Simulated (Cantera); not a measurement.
Feed: 1 mol N2O, 0.13 mol H2O, 2.5 mol H2, 0.012 mol SO2, equilibrated at 3200 °C and 1 atm.

These are equilibrium values from Cantera (NASA tables, ideal gas, pure condensed phases), not measurements of a reactor. Candidate condensed phases: H2O, H2SO4, S; 35 gas species. Kinetics and transport are ignored.

Base state: H 0.284, H2 0.265, N2 0.210, H2O 0.125, OH 0.0608, O 0.0380, NO 0.00734, O2 0.00692 (mole fractions); condensed: gas only.

### Question
What changes in the equilibrium state with this change: temperature from 3200 °C to 1727 °C?

### Answer
```json
[
 {"species": "H2", "before": "0.265", "after": "0.404"},
 {"species": "H2O", "before": "0.125", "after": "0.317"},
 {"species": "N2", "before": "0.210", "after": "0.275"},
 {"species": "H", "before": "0.284", "after": "0.00103"},
 {"species": "O", "before": "0.0380", "after": "1.50e-7"},
 {"species": "OH", "before": "0.0608", "after": "8.05e-5"},
 {"species": "O2", "before": "0.00692", "after": "5.06e-8"},
 {"species": "N", "before": "8.87e-5", "after": "<1e-9"}
]
```

### Question
What changes in the equilibrium state with this change: temperature from 3200 °C to 3125 °C?

### Answer
```json
[
 {"species": "H2", "before": "0.265", "after": "0.283"},
 {"species": "H", "before": "0.284", "after": "0.246"},
 {"species": "N2", "before": "0.210", "after": "0.219"},
 {"species": "H2O", "before": "0.125", "after": "0.150"},
 {"species": "O", "before": "0.0380", "after": "0.0290"},
 {"species": "OH", "before": "0.0608", "after": "0.0568"},
 {"species": "N", "before": "8.87e-5", "after": "6.26e-5"},
 {"species": "H2S", "before": "1.58e-5", "after": "1.98e-5"},
 {"species": "NH", "before": "1.13e-5", "after": "9.08e-6"},
 {"species": "SO2", "before": "0.000302", "after": "0.000375"},
 {"species": "O2", "before": "0.00692", "after": "0.00597"}
]
```

### Question
What changes in the equilibrium state with this change: H2O from 0.13 to 6.9 mol?

### Answer
```tsv
species	before	after
H	0.284	0.250
H2O	0.125	0.224
H2	0.265	0.206
N2	0.210	0.0610
OH	0.0608	0.124
O2	0.00692	0.0370
O	0.0380	0.0879
H2S	1.58e-5	1.80e-6
SH	0.000239	3.08e-5
S	0.000836	0.000123
HO2	7.76e-6	3.65e-5
SO	0.00117	0.000396
```
